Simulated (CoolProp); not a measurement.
n-dodecane along the isobar 20.4 bar: Z from the reference equation and from simpler models built on Tc = 658.1 K, pc = 18.18 bar, ω = 0.574; each cubic takes its own stable root.

The numbers come from the reference Helmholtz-energy equation of state, Lemmon 2004 in CoolProp. It is a short technical equation, of lower accuracy than the large ones.

```json
[
 {"T (K)": "350.7", "phase": "liquid", "reference": "0.1681"},
 {"T (K)": "369", "phase": "liquid", "reference": "0.1629"},
 {"T (K)": "387.4", "phase": "liquid", "reference": "0.1583"},
 {"T (K)": "405.8", "phase": "liquid", "reference": "0.1543"},
 {"T (K)": "424.1", "phase": "liquid", "reference": "0.1508"},
 {"T (K)": "442.5", "phase": "liquid", "reference": "0.1478"},
 {"T (K)": "460.9", "phase": "liquid", "reference": "0.1453"},
 {"T (K)": "479.2", "phase": "liquid", "reference": "0.1434"},
 {"T (K)": "497.6", "phase": "liquid", "reference": "0.1419"},
 {"T (K)": "516", "phase": "liquid", "reference": "0.1409"},
 {"T (K)": "534.3", "phase": "liquid", "reference": "0.1405"},
 {"T (K)": "552.7", "phase": "liquid", "reference": "0.1407"}
]
```

Question: How far does each simpler model (van der Waals, Soave-Redlich-Kwong, Peng-Robinson) lie from the reference over these 12 states: mean and median of the absolute difference, and the worst?

Answer: 
- van der Waals: mean 86.8 %, median 86.9 %, worst +91.4 % at 350.7 K and 20.4 bar
- Soave-Redlich-Kwong: mean 21.6 %, median 21.3 %, worst +23.7 % at 350.7 K and 20.4 bar
- Peng-Robinson: mean 7.9 %, median 7.5 %, worst +10.2 % at 350.7 K and 20.4 bar
